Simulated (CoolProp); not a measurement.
Vapour-liquid equilibrium of R13 (1) + R11 (2) at 0.427 bar; x and y are mole fractions of (1).

Computed with CoolProp (multi-fluid Helmholtz-energy mixture model, Platzer 1990 and Jacobsen 1992; pair parameters Bell 2016). This equation is an older, rougher fit; its heat capacities, sound speeds and derivatives of the liquid may be far off and weren't checked against measurements.

| x | bubble temperature, mixture model (°C) | bubble temperature, Raoult's law (°C) | y, mixture model | y, Raoult's law |
|---|---|---|---|---|
| 0.05 | … | -34.7 | 0.935 | 0.844 |
| 0.2 | -78.4 | -66.5 | 0.995 | 0.986 |
| 0.35 | … | -77.9 | 0.998 | 0.996 |
| 0.5 | -89.4 | -84.6 | 0.999 | 0.998 |
| 0.65 | -91.5 | -89.2 | 0.999 | 0.999 |
| 0.8 | … | -92.6 | 0.999 | 1.000 |
| 0.95 | -95.4 | -95.4 | 1.000 | 1.000 |

Problem. Fill in the missing entries.

Solution. 
- 0.05, bubble temperature, mixture model (°C): -49.0
- 0.35, bubble temperature, mixture model (°C): -86.0
- 0.8, bubble temperature, mixture model (°C): -93.4

The largest gap from Raoult's law is -14.3 K in bubble temperature, at x = 0.05. No azeotrope shows between x = 0.05 and 0.95.

Pair parameters are fitted to limited data, so mixtures are less certain than the pure fluids. With so large a gap from Raoult's law the liquid may split in two, which this calculation doesn't test in full.
